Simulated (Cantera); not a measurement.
Feed: 1 mol LiOH, 1.6 mol H2O, 1.2 mol O2, held at 1175 °C and 1.00 bar.

Method: chemical equilibrium by Gibbs-energy minimisation in Cantera with the NASA 1993 tables (ideal gas, pure condensed phases). Candidate condensed phases: H2O, Li, LiH, LiOH, Li2O; 17 gas species. Rates play no part.

Base state: H2O 0.624, O2 0.361, LiOH 0.0146, Li2(OH)2 0.000543, OH 0.000140 (mole fractions); condensed: Li2O(s).

Task: What changes in the equilibrium state with this change: temperature from 1175 °C to 700 °C?

Result: 
| species | before | after |
|---|---|---|
| H2O | 0.624 | 0.571 |
| O2 | 0.361 | 0.429 |
| LiOH | 0.0146 | 4.45e-6 |
| OH | 0.000140 | 1.91e-7 |
| Li2(OH)2 | 0.000543 | 1.17e-6 |
| Li2O(s), mol | 0.474 | 0 |
| LiOH(l), mol | 0 | 1.000 |
Condensed phases not in the tables: the peroxide.
